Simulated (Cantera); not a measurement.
Feed: 1 mol Si, 0.84 mol F₂, equilibrated at 498.15 K and 0.550 bar.

Cantera equilibrium calculation (NASA polynomials, part measured and part estimated; ideal gas, pure solids and liquids). Candidate condensed phases: Si; 9 gas species. The numbers say what is thermodynamically allowed, not how fast it happens.

**Question.** What is the equilibrium state?

**Answer.** 
```json
{
 "x(SiF₄)": "1.00",
 "n(Si(s))": "0.580 mol",
 "gas_amount": "0.4200 mol"
}
```
